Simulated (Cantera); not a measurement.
Gas mixture: 100 % C₂H₄, at 0.0197 atm, frozen composition.

Cantera's kinetic-theory transport with the Lennard-Jones parameters of GRI-Mech 3.0, ideal gas; thermal conductivity in the multicomponent form. The composition is frozen, though it would react at the higher temperatures.

D: mixture-averaged diffusion coefficient of that species in the mixture.

```
T (K)  ρ (kg/m³)  cp (J/kg/K)   μ (µPa s)  λ (mW/m/K)     Pr  D (cm²/s) NH₃  D (cm²/s) CH₃  D (cm²/s) H₂
-----  ---------  -----------  ----------  ----------  -----  -------------  -------------  ------------
400       0.0169         1877  (withheld)        33.5  0.748           14.1           14.8          51.9
600       0.0112         2529  (withheld)        64.4  0.750           30.9           30.8           104
800      0.00844         2991  (withheld)        96.0  0.750           52.7           50.9           169
1000     0.00675         3354  (withheld)         128  0.749           78.9           74.7           245
1200     0.00562         3625  (withheld)         158  0.748            109            102           332
1400     0.00482         3836  (withheld)         186  0.746            143            132           429
1600     0.00422         4000  (withheld)         213  0.745            180            165           535
```

Question: What belongs in the gaps?

Answer: 
- 400, μ (µPa s): 13.3
- 600, μ (µPa s): 19.1
- 800, μ (µPa s): 24.1
- 1000, μ (µPa s): 28.5
- 1200, μ (µPa s): 32.5
- 1400, μ (µPa s): 36.2
- 1600, μ (µPa s): 39.7
